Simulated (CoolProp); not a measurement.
Propylene along the isotherm 301.85 °C: fugacity coefficient from the reference equation and from simpler models built on Tc = 91.1 °C, pc = 4.555 MPa, ω = 0.146; each cubic takes its own stable root.

Computed with CoolProp (reference Helmholtz-energy equation of state, Lemmon 2013).

| p (MPa) | phase | reference | van der Waals | Redlich-Kwong | Soave-Redlich-Kwong | Peng-Robinson |
|---|---|---|---|---|---|---|
| 5.69 | supercritical | 0.9190 | 0.8929 | 0.9066 | 0.9325 | 0.9089 |
| 11.4 | supercritical | … | 0.8011 | … | 0.8810 | … |
| 17.1 | supercritical | 0.8059 | 0.7359 | 0.7789 | … | 0.7939 |
| 22.8 | supercritical | 0.7747 | 0.7000 | … | … | 0.7644 |
| 28.5 | supercritical | 0.7581 | 0.6862 | 0.7274 | 0.8203 | 0.7480 |
| 34.2 | supercritical | 0.7528 | 0.6877 | 0.7209 | 0.8234 | 0.7414 |
| 39.9 | supercritical | 0.7565 | 0.7006 | … | 0.8344 | 0.7425 |
| 45.5 | supercritical | 0.7672 | 0.7220 | 0.7319 | 0.8516 | 0.7493 |

Q: Some entries are withheld; supply them.

A: 
- 11.4, reference: 0.8540
- 11.4, Redlich-Kwong: 0.8321
- 11.4, Peng-Robinson: 0.8408
- 17.1, Soave-Redlich-Kwong: 0.8464
- 22.8, Redlich-Kwong: 0.7454
- 22.8, Soave-Redlich-Kwong: 0.8271
- 39.9, Redlich-Kwong: 0.7231
